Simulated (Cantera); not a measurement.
Input: 1 mol H2S, 0.067 mol O2, 1.7 mol H2O, equilibrated at 3177 °C and 28500 Torr.

Equilibrium computed with Cantera from the NASA thermochemical tables; the gas is ideal and each condensed phase is pure. Candidate condensed phases: H2O, H2SO4, S; 19 gas species. The ideal-gas law is rough above about 30 bar. The numbers say what is thermodynamically allowed, not how fast it happens.

Base state: H2 0.340, H2O 0.340, SO 0.0722, H 0.0498, SH 0.0495, SO2 0.0399, S2 0.0351, S 0.0242 (mole fractions); condensed: gas only.

Q: What changes in the equilibrium state with this change: O2 from 0.067 to 0.76 mol?

A: 
```json
[
 {"species": "H2O", "before": "0.340", "after": "0.468"},
 {"species": "H2", "before": "0.340", "after": "0.191"},
 {"species": "SO2", "before": "0.0399", "after": "0.120"},
 {"species": "S2", "before": "0.0351", "after": "0.00870"},
 {"species": "H2S", "before": "0.0236", "after": "0.00659"},
 {"species": "SH", "before": "0.0495", "after": "0.0185"},
 {"species": "S", "before": "0.0242", "after": "0.0120"},
 {"species": "OH", "before": "0.0223", "after": "0.0410"},
 {"species": "H", "before": "0.0498", "after": "0.0373"},
 {"species": "SO", "before": "0.0722", "after": "0.0882"},
 {"species": "SO3", "before": "3.73e-6", "after": "2.74e-5"},
 {"species": "O2", "before": "0.000737", "after": "0.00444"},
 {"species": "HO2", "before": "5.71e-6", "after": "2.58e-5"}
]
```

Q: What changes in the equilibrium state with this change: H2S replaced by NH3?

A: 
```csv
species,before,after
H2O,0.340,0.438
H2,0.340,0.349
N2,0,0.128
SO,0.0722,0
SH,0.0495,0
SO2,0.0399,0
S2,0.0351,0
S,0.0242,0
H2S,0.0236,0
OH,0.0223,0.0284
H,0.0498,0.0504
NO,0,0.00230
S2O,0.00159,0
NH3,0,1.46e-5
```
